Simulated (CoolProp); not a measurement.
CHF3 (R23) along the isotherm 321.4 K: Z from the reference equation and from simpler models built on Tc = 299.3 K, pc = 48.32 bar, ω = 0.263; each cubic takes its own stable root.

Values from CoolProp's reference Helmholtz-energy equation of state, Penoncello 2003.

| p (bar) | phase | reference | Redlich-Kwong | Soave-Redlich-Kwong | Peng-Robinson |
|---|---|---|---|---|---|
| 1.53 | gas | 0.9910 | 0.9912 | 0.9915 | 0.9904 |
| 2.47 | gas | 0.9854 | 0.9857 | 0.9863 | 0.9845 |
| 3.99 | gas | 0.9764 | 0.9768 | 0.9777 | 0.9748 |
| 6.44 | gas | 0.9615 | 0.9623 | 0.9638 | 0.9591 |
| 10.4 | gas | 0.9370 | 0.9383 | … | 0.9333 |
| 16.8 | gas | 0.8958 | 0.8979 | 0.9023 | … |
| 27.2 | gas | 0.8243 | 0.8274 | 0.8355 | 0.8172 |
| 43.9 | gas | 0.6927 | 0.6948 | 0.7133 | 0.6865 |
| 70.9 | supercritical | 0.4098 | 0.4151 | 0.4709 | 0.4424 |
| 115 | supercritical | 0.3675 | 0.4338 | 0.4536 | 0.4146 |
| 185 | supercritical | … | … | 0.5993 | 0.5430 |
| 299 | supercritical | 0.7341 | 0.8333 | 0.8450 | 0.7630 |
| 483 | supercritical | 1.086 | … | 1.224 | 1.104 |

### Question
Fill in the missing entries.

### Answer

- 10.4, Soave-Redlich-Kwong: 0.9408
- 16.8, Peng-Robinson: 0.8905
- 185, reference: 0.5049
- 185, Redlich-Kwong: 0.5855
- 483, Redlich-Kwong: 1.213
